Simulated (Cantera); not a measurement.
# Thermodynamics of halide evaporation, hydrolysis and transport, feed SrCl2 + O2 + H2

A closed system holds: 1 mol SrCl2, 0.052 mol O2, 29 mol H2, at 0.00375 Torr.

Equilibrium computed with Cantera from the NASA thermochemical tables; the gas is ideal and each condensed phase is pure. Candidate condensed phases: H2O, Sr, SrCl2, SrO, Sr(OH)2; 20 gas species. Condensed phases not in the tables: oxide chlorides. Kinetics and transport are ignored.

From 1323 K to 1423 K the condensed part is SrO(s). From 1473 K to 1873 K nothing is condensed. The main Sr-bearing gas is SrCl2 at 1323 K and Sr at 1873 K.

```json
[
 {"T (K)": "1323", "x H2": "0.962", "x H": "0.000696", "x SrCl2": "0.0317", "x HCl": "0.00293", "x Sr": "3.33e-5", "n SrO(s)": "0.0396"},
 {"T (K)": "1373", "x H2": "0.961", "x H": "0.00146", "x SrCl2": "0.0316", "x HCl": "0.00289", "x Sr": "0.000149", "n SrO(s)": "0.0313"},
 {"T (K)": "1423", "x H2": "0.958", "x H": "0.00291", "x SrCl2": "0.0312", "x HCl": "0.00301", "x Sr": "0.000535", "n SrO(s)": "0.0134"},
 {"T (K)": "1473", "x H2": "0.954", "x H": "0.00553", "x SrCl2": "0.0304", "x HCl": "0.00389", "x Sr": "0.00112", "n SrO(s)": "0"},
 {"T (K)": "1523", "x H2": "0.948", "x H": "0.0101", "x SrCl2": "0.0292", "x HCl": "0.00557", "x Sr": "0.00173", "n SrO(s)": "0"},
 {"T (K)": "1573", "x H2": "0.938", "x H": "0.0176", "x SrCl2": "0.0276", "x HCl": "0.00776", "x Sr": "0.00256", "n SrO(s)": "0"},
 {"T (K)": "1623", "x H2": "0.924", "x H": "0.0297", "x SrCl2": "0.0256", "x HCl": "0.0105", "x Sr": "0.00367", "n SrO(s)": "0"},
 {"T (K)": "1673", "x H2": "0.902", "x H": "0.0484", "x SrCl2": "0.0231", "x HCl": "0.0137", "x Sr": "0.00510", "n SrO(s)": "0"},
 {"T (K)": "1723", "x H2": "0.870", "x H": "0.0761", "x SrCl2": "0.0202", "x HCl": "0.0173", "x Sr": "0.00688", "n SrO(s)": "0"},
 {"T (K)": "1773", "x H2": "0.827", "x H": "0.116", "x SrCl2": "0.0169", "x HCl": "0.0209", "x Sr": "0.00898", "n SrO(s)": "0"},
 {"T (K)": "1823", "x H2": "0.769", "x H": "0.170", "x SrCl2": "0.0132", "x HCl": "0.0240", "x Sr": "0.0113", "n SrO(s)": "0"},
 {"T (K)": "1873", "x H2": "0.695", "x H": "0.241", "x SrCl2": "0.00954", "x HCl": "0.0261", "x Sr": "0.0138", "n SrO(s)": "0"}
]
```
x: gas mole fraction; n: condensed amount in mol.
